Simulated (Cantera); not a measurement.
Input (Python, Cantera) and output of one run.

```python
import numpy as np
import cantera as ct

gas_names = [...]  # 136 gases of nasa_gas.yaml made of C, H, N, O
cond_names = """
    C(gr) C6H6(L) C7H8(L) C8H18(L),n-octa H2O(s) H2O(L)
""".split()


# ... load() reads the species with a 1 bar reference pressure and builds the phases ...
atoms = {
    'n-butane': {'C': 4, 'H': 10},
    'NH3': {'N': 1, 'H': 3},
    'N2': {'N': 2},
    'CO2': {'C': 1, 'O': 2},
}
top_T = {'C(gr)': 4500}  # K; cautious upper limits of use, not melting points


# ... equilibrate(T, P, feed) seeds the gas with the atoms and calls Mixture.equilibrate('TP', solver="vcs", rtol=1e-11, max_steps=5000) ...
results = []
feed = {'n-butane': 1, 'NH3': 0.069, 'N2': 18, 'CO2': 0.49}  # mol
P = 1333.22  # Pa
for T in [1000, 1150, 1300, 1450, 1600, 1750, 1900, 2050, 2200, 2350]:
    mix = equilibrate(T, P, feed)
    results.append((T, P, feed, dict(zip(mix.species_names, mix.species_moles))))
    x = sorted(zip(gas.X, gas.species_names), reverse=True)
    print(f"T = {T:g} K  P = {P:g} Pa  gas = {mix.phase_moles(0):.4g} mol")
    print("   x: " + "  ".join(f"{s} {v:.3e}" for v, s in x if v > 1e-06))
    print("   condensed (mol): " + ("  ".join(f"{mix.phase(i).name} {mix.phase_moles(i):.4g}"
          for i in range(1, mix.n_phases) if mix.phase_moles(i) > 1e-12) or "none"))
```

Output:

```
T = 1000 K  P = 1333.22 Pa  gas = 24.12 mol
   x: N2 7.478e-01  H2 2.115e-01  CO 4.057e-02  CH4 5.693e-05  H2O 4.520e-05  CO2 1.245e-05  HCN 2.064e-06
   condensed (mol): C(gr) 3.51
T = 1150 K  P = 1333.22 Pa  gas = 24.12 mol
   x: N2 7.478e-01  H2 2.116e-01  CO 4.063e-02  HCN 1.662e-05  CH4 1.397e-05  H2O 5.374e-06
   condensed (mol): C(gr) 3.509
T = 1300 K  P = 1333.22 Pa  gas = 24.12 mol
   x: N2 7.477e-01  H2 2.116e-01  CO 4.063e-02  HCN 8.234e-05  CH4 4.692e-06  H 4.407e-06  H2O 1.045e-06
   condensed (mol): C(gr) 3.508
T = 1450 K  P = 1333.22 Pa  gas = 24.12 mol
   x: N2 7.476e-01  H2 2.114e-01  CO 4.063e-02  HCN 2.918e-04  H 3.766e-05  HNC 4.164e-06  CH4 1.968e-06  C2H2,acetylene 1.031e-06
   condensed (mol): C(gr) 3.503
T = 1600 K  P = 1333.22 Pa  gas = 24.12 mol
   x: N2 7.473e-01  H2 2.111e-01  CO 4.063e-02  HCN 8.128e-04  H 2.163e-04  HNC 1.860e-05  C2H2,acetylene 5.805e-06
   condensed (mol): C(gr) 3.49
T = 1750 K  P = 1333.22 Pa  gas = 24.13 mol
   x: N2 7.464e-01  H2 2.100e-01  CO 4.061e-02  HCN 1.892e-03  H 9.231e-04  HNC 6.396e-05  C2H2,acetylene 2.413e-05
   condensed (mol): C(gr) 3.462
T = 1900 K  P = 1333.22 Pa  gas = 24.16 mol
   x: N2 7.446e-01  H2 2.076e-01  CO 4.057e-02  HCN 3.830e-03  H 3.132e-03  HNC 1.798e-04  C2H2,acetylene 7.928e-05  CN 1.067e-06
   condensed (mol): C(gr) 3.409
T = 2050 K  P = 1333.22 Pa  gas = 24.23 mol
   x: N2 7.408e-01  H2 2.024e-01  CO 4.045e-02  H 8.838e-03  HCN 6.917e-03  HNC 4.295e-04  C2H2,acetylene 2.148e-04  CN 7.954e-06  C2N2 2.132e-06
   condensed (mol): C(gr) 3.321
T = 2200 K  P = 1333.22 Pa  gas = 24.38 mol
   x: N2 7.336e-01  H2 1.921e-01  CO 4.020e-02  H 2.138e-02  HCN 1.131e-02  HNC 8.935e-04  C2H2,acetylene 4.922e-04  CN 4.483e-05  C2N2 7.361e-06  C2H 1.897e-06
   condensed (mol): C(gr) 3.187
T = 2350 K  P = 1333.22 Pa  gas = 24.68 mol
   x: N2 7.215e-01  H2 1.741e-01  H 4.507e-02  CO 3.971e-02  HCN 1.683e-02  HNC 1.640e-03  C2H2,acetylene 9.604e-04  CN 2.012e-04  C2N2 2.150e-05  C2H 1.271e-05  C3 3.097e-06  C4H2 2.175e-06  C 1.390e-06
   condensed (mol): C(gr) 3
```

Cantera equilibrium calculation (NASA polynomials, part measured and part estimated; ideal gas, pure solids and liquids).
